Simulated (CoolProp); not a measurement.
Model: reference Helmholtz-energy equation of state, de Reuck 1993, in CoolProp.

Problem. For methanol, give the phase and the cp (kJ/(kg K)), isothermal compressibility (1/MPa), expansivity (1/kK), conductivity (mW/(m K)) at 438.5 K and 26 MPa; 553.4 K and 10.9 MPa.

Solution. 
- 438.5 K and 26 MPa: liquid; cp 3.69, isothermal compressibility 0.00244, expansivity 1.74, conductivity 186
- 553.4 K and 10.9 MPa: supercritical; cp 7.45, isothermal compressibility 0.198, expansivity 14.1, conductivity 89.2

Thermal conductivity comes from a separate model (Sykioti 2013).
